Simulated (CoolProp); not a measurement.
Ethanol along the isotherm 589.9 K: Z from the reference equation and from simpler models built on Tc = 514.7 K, pc = 6.268 MPa, ω = 0.644; each cubic takes its own stable root.

Model: reference Helmholtz-energy equation of state, Schroeder 2014, in CoolProp.

```tsv
p (MPa)	phase	reference	Pitzer virial	van der Waals	Redlich-Kwong	Soave-Redlich-Kwong	Peng-Robinson
0.627	gas	0.9844	0.9800	0.9784	0.9769	0.9811	0.9778
1.25	gas	0.9687	0.9601	0.9563	0.9535	0.9621	0.9557
1.88	gas	0.9523	0.9400	0.9331	0.9292	0.9428	0.9332
2.51	gas	0.9355	___	0.9090	0.9044	___	0.9107
3.13	gas	0.9185	0.9001	0.8843	0.8793	0.9039	0.8885
3.76	gas	0.9006	0.8800	0.8580	0.8532	0.8840	0.8659
4.39	gas	0.8821	___	0.8304	0.8263	0.8640	0.8433
5.01	gas	0.8632	0.8401	0.8018	0.7991	0.8443	0.8212
5.64	gas	0.8431	0.8200	0.7710	0.7706	0.8242	0.7989
6.27	supercritical	0.8221	0.7999	0.7382	0.7414	0.8042	0.7768
6.89	supercritical	0.8003	___	0.7036	___	0.7847	0.7554
7.52	supercritical	0.7771	0.7600	0.6659	0.6810	0.7651	0.7341
8.15	supercritical	0.7527	0.7399	0.6256	0.6499	0.7460	0.7135
8.78	supercritical	0.7271	0.7198	0.5838	0.6189	0.7275	0.6938
9.4	supercritical	0.7008	0.7000	0.5450	___	0.7102	0.6754
```

Problem. Fill in the missing entries.

Solution. 
- 2.51, Pitzer virial: 0.9199
- 2.51, Soave-Redlich-Kwong: 0.9232
- 4.39, Pitzer virial: 0.8599
- 6.89, Pitzer virial: 0.7801
- 6.89, Redlich-Kwong: 0.7118
- 9.4, Redlich-Kwong: 0.5895
